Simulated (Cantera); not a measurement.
What does this Cantera script print?

```python
import numpy as np
import cantera as ct

gas = ct.Solution("gri30.yaml")
gas.TPX = 1200, 1000000, {'CH4': 0.013, 'O2': 0.047, 'N2': 1}
reactor = ct.IdealGasConstPressureReactor(gas, energy="off", clone=False)
net = ct.ReactorNet([reactor])
net.rtol, net.atol = 1e-08, 1e-18
show = ['CH4', 'O2', 'NO', 'CH2O', 'CH3', 'CH2CO']
times = np.geomspace(0.0002, 30, 9)

steps = ct.SolutionArray(gas, extra=["t"])
rows = []
print(f"{'t/s':>10s}{'T/K':>9s}{'P/Pa':>11s}" + "".join(f"{s:>11s}" for s in show))
for t in times:
    while net.time < t:
        t_next = net.step()
        steps.append(gas.state, t=t_next)
    rows.append([np.interp(t, steps.t, y) for y in (steps.T, steps.P, *steps(*show).X.T)])
    print(f"{t:10.3e}{rows[-1][0]:9.1f}{rows[-1][1]:11.4g}" + "".join(f"{x:11.3e}" for x in rows[-1][2:]))
rate = np.gradient(steps.T, steps.t)
print("integrator steps:", len(steps.t))
if steps.T.max() > steps.T[0] + 200:
    print(f"time of steepest temperature rise: {steps.t[rate.argmax()]:.4e} s")
gas.TPX = 1200, 1000000, {'CH4': 0.013, 'O2': 0.047, 'N2': 1}
gas.equilibrate("TP")
print(f"equilibrium (TP): T = {gas.T:.1f} K  " + "  ".join(f"{s} {gas[s].X[0]:.3e}" for s in show))
```

Result:

```
       t/s      T/K       P/Pa        CH4         O2         NO       CH2O        CH3      CH2CO
 2.000e-04   1200.0      1e+06  1.226e-02  4.434e-02  1.156e-18  1.655e-08  6.987e-08  7.155e-18
 8.872e-04   1200.0      1e+06  1.226e-02  4.434e-02  3.879e-17  6.152e-07  5.799e-07  6.555e-14
 3.936e-03   1200.0      1e+06  1.224e-02  4.432e-02  1.018e-15  1.303e-05  1.557e-06  1.206e-10
 1.746e-02   1200.0      1e+06  1.121e-02  4.347e-02  3.788e-13  3.300e-04  9.041e-06  1.067e-06
 7.746e-02   1200.0      1e+06  2.804e-11  2.034e-02  2.090e-09  3.354e-12  2.680e-13  3.680e-14
 3.436e-01   1200.0      1e+06  7.225e-18  1.983e-02  3.302e-09  8.127e-17  1.970e-19  1.756e-16
 1.524e+00   1200.0      1e+06  1.324e-20  1.981e-02  9.993e-09  3.372e-21  6.098e-22  4.494e-19
 6.763e+00   1200.0      1e+06  1.100e-20  1.981e-02  1.007e-08  2.844e-21  4.963e-22  4.300e-19
 3.000e+01   1200.0      1e+06  1.016e-20  1.981e-02  1.023e-08  2.645e-21  4.584e-22  3.955e-19
integrator steps: 2471
equilibrium (TP): T = 1200.0 K  CH4 2.769e-37  O2 1.978e-02  NO 6.603e-05  CH2O 1.671e-24  CH3 1.249e-38  CH2CO 1.780e-43
```

Computed with Cantera and GRI-Mech 3.0 (53 species, 325 reactions). The temperature is held fixed by assumption; the heat of reaction is taken as removed at once.
